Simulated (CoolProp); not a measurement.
Vapour-liquid equilibrium of n-perfluorobutane (1) + R365MFC (2) at 298.2 K; x and y are mole fractions of (1).

Model: multi-fluid Helmholtz-energy mixture model, Gao 2022 and Lemmon 2016; pair parameters Bell 2016, in CoolProp.

| x | bubble pressure, mixture model (kPa) | bubble pressure, Raoult's law (kPa) | y, mixture model | y, Raoult's law |
|---|---|---|---|---|
| 0.05 | 105.5 | 67.42 | 0.474 | 0.199 |
| 0.125 | 153.6 | 83.23 | 0.652 | 0.402 |
| 0.2 | 182.6 | 99.04 | 0.718 | 0.541 |
| 0.275 | 200.5 | 114.8 | 0.751 | 0.641 |
| 0.35 | 212.1 | 130.7 | 0.772 | 0.717 |
| 0.425 | 220.5 | 146.5 | 0.787 | 0.777 |
| 0.5 | 227.5 | 162.3 | 0.801 | 0.825 |
| 0.575 | 233.9 | 178.1 | 0.816 | 0.864 |
| 0.65 | 240.3 | 193.9 | 0.833 | 0.897 |
| 0.725 | 246.9 | 209.7 | 0.853 | 0.925 |
| 0.8 | 253.5 | 225.5 | 0.880 | 0.950 |
| 0.875 | 259.8 | 241.3 | 0.915 | 0.971 |
| 0.95 | 265.1 | 257.1 | 0.961 | 0.989 |

The largest gap from Raoult's law is +84.5 % in bubble pressure, at x = 0.125. No azeotrope shows between x = 0.05 and 0.95.

The pair parameters rest on a limited set of measurements; away from them the model extrapolates. With so large a gap from Raoult's law the liquid may split in two, which this calculation doesn't test in full.
